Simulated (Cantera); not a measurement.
Cantera run:

```python
import numpy as np
import cantera as ct

gas_names = [...]  # 87 gases of nasa_gas.yaml made of C, H, Si
cond_names = """
    C(gr) C6H6(L) C7H8(L) C8H18(L),n-octa Si(cr) Si(L) SiC(b)
""".split()


# ... load() reads the species with a 1 bar reference pressure and builds the phases ...
atoms = {
    'SiH4': {'Si': 1, 'H': 4},
    'H2': {'H': 2},
    'C3H8': {'C': 3, 'H': 8},
}
top_T = {'C(gr)': 4500, 'SiC(b)': 3050}  # K; cautious upper limits of use, not melting points


# ... equilibrate(T, P, feed) seeds the gas with the atoms and calls Mixture.equilibrate('TP', solver="vcs", rtol=1e-11, max_steps=5000) ...
results = []
feed = {'SiH4': 1, 'H2': 400, 'C3H8': 0.097}  # mol
P = 133.322  # Pa
for T in [1100, 1175, 1250, 1325, 1400, 1475, 1550, 1625, 1700, 1775, 1850, 1925, 2000]:
    mix = equilibrate(T, P, feed)
    results.append((T, P, feed, dict(zip(mix.species_names, mix.species_moles))))

top = {s: max(r[3][s] / sum(r[3][g] for g in gas_names) for r in results) for s in gas_names}
cols = sorted((s for s in top if top[s] > 0.0001), key=lambda s: -top[s])[:7]
seen = [c for c in cond_names if any(r[3].get(c, 0) > 1e-12 for r in results)]
print("log10 of partial pressures in bar; condensed amounts in mol")
print(f"{'T/K':>10s}" + "".join(f"{s[:9]:>10s}" for s in cols + seen))
for T, P, feed, n in results:
    ng = sum(n[g] for g in gas_names)
    print(f"{T:10.4g}" + "".join(f"{np.log10(max(n[s] / ng * P / 1e5, 1e-99)):10.3f}" for s in cols)
          + "".join(f"{n.get(c, 0):10.4g}" for c in seen))
```

Output:

```
log10 of partial pressures in bar; condensed amounts in mol
       T/K        H2         H        Si C2H2,acet    Si(cr)     Si(L)    SiC(b)
      1100    -2.875    -9.025   -13.626   -16.875     0.709         0     0.291
      1175    -2.875    -8.349   -12.271   -15.753     0.709         0     0.291
      1250    -2.875    -7.753   -11.081   -14.766     0.709         0     0.291
      1325    -2.875    -7.224   -10.025   -13.892    0.7089         0     0.291
      1400    -2.875    -6.751    -9.085   -13.112    0.7086         0     0.291
      1475    -2.875    -6.325    -8.240   -12.412    0.7066         0     0.291
      1550    -2.875    -5.940    -7.479   -11.781    0.6968         0     0.291
      1625    -2.876    -5.589    -6.788   -11.208     0.653         0    0.2908
      1700    -2.877    -5.270    -6.168   -10.669         0    0.4827    0.2897
      1775    -2.879    -4.978    -5.666   -10.047         0         0    0.2849
      1850    -2.882    -4.710    -5.659    -8.572         0         0    0.2799
      1925    -2.887    -4.463    -5.637    -7.243         0         0     0.238
      2000    -2.896    -4.237    -5.527    -6.410         0         0         0
```

Cantera equilibrium calculation (NASA polynomials, part measured and part estimated; ideal gas, pure solids and liquids). Mutual solubility and eutectic melting of coexisting phases are not modelled. Gases not in the tables: Si2H6 and higher silanes.
